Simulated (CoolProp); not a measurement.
R236EA along the isotherm 355.5 K: fugacity coefficient from the reference equation and from simpler models built on Tc = 412.4 K, pc = 3414 kPa, ω = 0.368; each cubic takes its own stable root.

Model: reference Helmholtz-energy equation of state, Rui 2013, in CoolProp.

```csv
p (kPa),phase,reference
512,gas,0.9122
1020,gas,0.8247
1540,liquid,0.5742
2050,liquid,0.4407
2560,liquid,0.3605
3070,liquid,0.3071
3580,liquid,0.2690
4100,liquid,0.2400
4610,liquid,0.2180
5120,liquid,0.2004
```

Problem. How far does each simpler model (van der Waals, Redlich-Kwong, Soave-Redlich-Kwong, Peng-Robinson) lie from the reference over these 10 states: mean and median of the absolute difference, and the worst?

Solution. 
- van der Waals: mean 50.7 %, median 62.1 %, worst +71.9 % at 355.5 K and 5120 kPa
- Redlich-Kwong: mean 22.5 %, median 27.2 %, worst +29.4 % at 355.5 K and 5120 kPa
- Soave-Redlich-Kwong: mean 3.0 %, median 3.3 %, worst +4.4 % at 355.5 K and 5120 kPa
- Peng-Robinson: mean 0.1 %, median 0.1 %, worst -0.2 % at 355.5 K and 1020 kPa

At some of these states van der Waals gives the other phase, because its saturation line lies elsewhere.
